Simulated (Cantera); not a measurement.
Feed: 1 mol C2H6, 0.18 mol NH3, at 1498.15 K and 58.0 bar.

Cantera equilibrium calculation (NASA polynomials, part measured and part estimated; ideal gas, pure solids and liquids). Candidate condensed phases: C, C6H6, C7H8, C8H18; 92 gas species. The ideal-gas law is rough above about 30 bar. Kinetics and transport are ignored.

Base state: H2 0.859, CH4 0.111, N2 0.0294, NH3 0.000493, HCN 0.000166, C2H4 0.000110, C2H6 4.83e-5 (mole fractions); condensed: C(graphite).

### Question
What changes in the equilibrium state with this change: temperature from 1498.15 K to 1400 K?

### Answer
```csv
species,before,after
H2,0.859,0.806
CH4,0.111,0.163
N2,0.0294,0.0308
HCN,0.000166,7.82e-5
C2H6,4.83e-5,7.30e-5
C2H4,0.000110,7.90e-5
NH3,0.000493,0.000630
"C(graphite), mol",1.66,1.53
```

### Question
What changes in the equilibrium state with this change: temperature from 1498.15 K to 625 K?

### Answer
| species | before | after |
|---|---|---|
| CH4 | 0.111 | 0.930 |
| N2 | 0.0294 | 0.0513 |
| H2 | 0.859 | 0.0182 |
| HCN | 0.000166 | <1e-9 |
| C2H4 | 0.000110 | <1e-9 |
| C(graphite), mol | 1.66 | 0.382 |
